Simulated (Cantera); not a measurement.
An adiabatic, constant-volume homogeneous reactor starts with C₂H₄ : O₂ : N₂ : H₂O = 1 : 3.45 : 13.4 : 2.9 (molar parts), at 1275 K and 1.38 atm. Integrator tolerance rtol = 1e-08.

Model: GRI-Mech 3.0 (53 species, 325 reactions), integrated in Cantera. GRI-Mech 3.0 was tuned for natural gas; its chemistry of ethylene as a main component is partial and can be far from experiment.

Problem. What does this change do: pressure from 1.38 atm to 3.55 atm?

Solution. 
| quantity | before | after |
|---|---|---|
| time of steepest temperature rise | 0.122 ms | 0.144 ms |
| temperature at 0.500 s | 2717 K | 2777 K |
| equilibrium temperature | 2717 K | 2777 K |
| x(C₂H₄) at 0.500 s | <1e-12 (gas-phase equilibrium <1e-12) | <1e-12 (gas-phase equilibrium <1e-12) |
| x(O₂) at 0.500 s | 0.0283 (gas-phase equilibrium 0.0283) | 0.0263 (gas-phase equilibrium 0.0263) |
| x(H₂O) at 0.500 s | 0.208 (gas-phase equilibrium 0.208) | 0.212 (gas-phase equilibrium 0.212) |
| x(C₂H₂) at 0.500 s | <1e-12 (gas-phase equilibrium <1e-12) | <1e-12 (gas-phase equilibrium <1e-12) |
| x(H) at 0.500 s | 0.00367 (gas-phase equilibrium 0.00367) | 0.00259 (gas-phase equilibrium 0.00259) |

Problem. What does this change do: H2O 2.9 to 1.2 parts?

Solution. 
| quantity | before | after |
|---|---|---|
| time of steepest temperature rise | 0.122 ms | 0.113 ms |
| temperature at 0.500 s | 2717 K | 2812 K |
| equilibrium temperature | 2717 K | 2812 K |
| x(C₂H₄) at 0.500 s | <1e-12 (gas-phase equilibrium <1e-12) | <1e-12 (gas-phase equilibrium <1e-12) |
| x(O₂) at 0.500 s | 0.0283 (gas-phase equilibrium 0.0283) | 0.0317 (gas-phase equilibrium 0.0317) |
| x(H₂O) at 0.500 s | 0.208 (gas-phase equilibrium 0.208) | 0.140 (gas-phase equilibrium 0.140) |
| x(C₂H₂) at 0.500 s | <1e-12 (gas-phase equilibrium <1e-12) | <1e-12 (gas-phase equilibrium <1e-12) |
| x(H) at 0.500 s | 0.00367 (gas-phase equilibrium 0.00367) | 0.00483 (gas-phase equilibrium 0.00483) |
